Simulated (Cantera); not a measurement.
A perfectly stirred reactor is fed with H₂ : O₂ : N₂ : H₂O = 1 : 0.549 : 2.07 : 0.53 (molar parts), at 0.987 atm; it is adiabatic with a 550 K inlet, and is followed from long to short residence time, starting on the burning branch (τ in s: 0.042, 0.024, 0.014, 0.008, 0.0046, 0.0026, 0.0015, 0.00087, 0.0005, 0.00029, 0.00016, 9.5e-05).

Model: the H2/O2 subset of GRI-Mech 3.0, which has no nitrogen chemistry, integrated in Cantera.

Q: Predict: blow-out, bracketed by the residence times tried; x(H₂) at τ = 42.0 ms; x(O₂) at τ = 42.0 ms; x(H₂O) at τ = 42.0 ms; x(HO₂) at τ = 42.0 ms; x(OH) at τ = 42.0 ms; x(H₂) at τ = 1.50 ms; x(O₂) at τ = 1.50 ms; x(H₂O) at τ = 1.50 ms; x(HO₂) at τ = 1.50 ms; x(OH) at τ = 1.50 ms.

A: 
| Item | Value |
|---|---|
| blow-out, bracketed by the residence times tried | burning at 95.0 µs, the shortest tried |
| x(H₂) at τ = 42.0 ms | 0.00580 |
| x(O₂) at τ = 42.0 ms | 0.0146 |
| x(H₂O) at τ = 42.0 ms | 0.408 |
| x(HO₂) at τ = 42.0 ms | 1.98e-6 |
| x(OH) at τ = 42.0 ms | 0.00626 |
| x(H₂) at τ = 1.50 ms | 0.0185 |
| x(O₂) at τ = 1.50 ms | 0.0198 |
| x(H₂O) at τ = 1.50 ms | 0.386 |
| x(HO₂) at τ = 1.50 ms | 6.92e-6 |
| x(OH) at τ = 1.50 ms | 0.0110 |
